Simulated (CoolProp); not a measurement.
Saturation properties of acetone.

Values from CoolProp's reference Helmholtz-energy equation of state, Lemmon 2006. It is a short technical equation, of lower accuracy than the large ones.

```csv
T (°C),p (MPa),liquid density (kg/m³),vapour density (kg/m³),enthalpy of vaporisation (kJ/kg),liquid cp (kJ/(kg K)),surface tension (mN/m)
89.05,0.2783,708.2,5.935,462.8,2.345,14.9
101.95,0.3913,691.2,8.258,446.1,2.398,13.4
114.75,0.5353,673.5,11.24,428.5,…,11.9
127.55,0.7166,654.9,…,409.7,2.523,10.4
140.35,0.9409,635.1,19.93,389.2,2.599,9.01
153.15,1.215,613.9,26.14,366.9,2.689,…
165.95,1.545,590.8,34.08,342.1,…,6.25
178.85,1.942,565.3,44.48,314.0,2.947,4.91
```

### Question
What belongs in the gaps?

### Answer

- 114.75, liquid cp (kJ/(kg K)): 2.457
- 127.55, vapour density (kg/m³): 15.06
- 153.15, surface tension (mN/m): 7.61
- 165.95, liquid cp (kJ/(kg K)): 2.801

It boils at 56.1 °C under 1 atm.

Surface tension comes from a separate correlation (Mulero 2012).
